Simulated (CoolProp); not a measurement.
R365MFC along the isotherm 449.9 K: fugacity coefficient from the reference equation and from simpler models built on Tc = 460.0 K, pc = 32.66 bar, ω = 0.377; each cubic takes its own stable root.

Values from CoolProp's reference Helmholtz-energy equation of state, Lemmon 2016.

```
p (bar)   phase  reference
-------  ------  ---------
6.8         gas     0.9199
13.6        gas     0.8421
20.4        gas     0.7653
34       liquid     0.5699
40.8     liquid     0.4912
47.6     liquid     0.4350
54.4     liquid     0.3929
61.2     liquid     0.3603
68       liquid     0.3344
74.9     liquid     0.3131
81.7     liquid     0.2958
```

Q: How far does each simpler model (Redlich-Kwong, Soave-Redlich-Kwong, Peng-Robinson) lie from the reference over these 11 states: mean and median of the absolute difference, and the worst?

A: 
- Redlich-Kwong: mean 6.1 %, median 7.1 %, worst +9.7 % at 449.9 K and 81.7 bar
- Soave-Redlich-Kwong: mean 4.0 %, median 4.6 %, worst +6.8 % at 449.9 K and 81.7 bar
- Peng-Robinson: mean 0.4 %, median 0.3 %, worst -1.0 % at 449.9 K and 20.4 bar
